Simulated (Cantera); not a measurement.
What does this Cantera script print?

```python
import numpy as np
import cantera as ct

gas = ct.Solution("h2o2.yaml")
gas.TPX = 625, 101325, {'H2': 1, 'O2': 0.455, 'N2': 1.55}
flame = ct.FreeFlame(gas, width=0.04)
flame.set_refine_criteria(ratio=3, slope=0.08, curve=0.16)
flame.transport_model = "unity-Lewis-number"
flame.solve(loglevel=0, auto=True)
z, T = flame.grid, flame.T
thick = (T[-1] - T[0]) / np.gradient(T, z).max()
show = ['H2', 'O2', 'HO2', 'H2O2', 'OH', 'H']
print(f"laminar burning velocity  {flame.velocity[0] * 100:.3f} cm/s")
print(f"burnt temperature         {T[-1]:.1f} K")
print(f"thermal thickness         {thick * 1e3:.4f} mm")
print(f"grid points               {len(z)}")
z0 = z[flame.heat_release_rate.argmax()]
print(f"{'z/mm':>9s}{'T/K':>9s}{'u/(m/s)':>9s}" + "".join(f"{s:>11s}" for s in show))
rows = []
for k in (-3, -2, -1.5, -1, -0.5, -0.25, 0, 0.25, 0.5, 1, 2, 4, 8):
    zz = z0 + k * thick
    rows.append([k * thick, np.interp(zz, z, T), np.interp(zz, z, flame.velocity),
                 *(np.interp(zz, z, flame.X[gas.species_index(s)]) for s in show)])
    print(f"{rows[-1][0] * 1e3:9.3f}{rows[-1][1]:9.1f}{rows[-1][2]:9.3f}" + "".join(f"{x:11.3e}" for x in rows[-1][3:]))
```

Output:

```
laminar burning velocity  605.485 cm/s
burnt temperature         2613.4 K
thermal thickness         0.3522 mm
grid points               122
     z/mm      T/K  u/(m/s)         H2         O2        HO2       H2O2         OH          H
   -1.057    625.0    6.055  3.328e-01  1.514e-01  3.768e-10  6.000e-12  1.860e-15  1.132e-14
   -0.704    625.0    6.055  3.328e-01  1.514e-01  1.329e-08  2.120e-10  5.631e-13  3.391e-12
   -0.528    625.0    6.055  3.328e-01  1.514e-01  1.206e-07  1.930e-09  1.531e-11  9.297e-11
   -0.352    625.3    6.057  3.327e-01  1.514e-01  2.424e-06  3.924e-08  1.140e-09  7.777e-09
   -0.176    649.4    6.282  3.301e-01  1.499e-01  1.429e-04  2.382e-06  1.237e-05  5.543e-05
   -0.088    863.0    8.237  2.990e-01  1.351e-01  1.886e-04  5.921e-06  5.565e-04  5.326e-03
    0.000   1331.3   12.340  1.670e-01  7.654e-02  7.209e-05  4.218e-06  5.092e-03  5.395e-02
    0.088   1629.2   14.792  7.898e-02  3.354e-02  2.680e-05  2.485e-06  1.308e-02  8.108e-02
    0.176   1778.3   15.956  6.828e-02  2.472e-02  1.718e-05  1.473e-06  1.683e-02  7.259e-02
    0.352   1944.5   17.211  6.766e-02  2.063e-02  1.198e-05  7.888e-07  1.955e-02  5.698e-02
    0.704   2119.5   18.490  6.607e-02  1.680e-02  8.054e-06  4.469e-07  2.108e-02  4.163e-02
    1.409   2286.9   19.673  6.233e-02  1.293e-02  5.267e-06  2.957e-07  2.091e-02  2.869e-02
    2.818   2433.2   20.676  5.717e-02  9.345e-03  3.545e-06  2.319e-07  1.911e-02  1.886e-02
```

Cantera simulation using the H2/O2 subset of GRI-Mech 3.0, which has no nitrogen chemistry; the numbers are that mechanism's predictions, not measurements. Unity Lewis numbers drop preferential diffusion, which matters most where H2 and H carry the flame. Burning velocities carry a grid error of a few per cent, more on coarse grids.
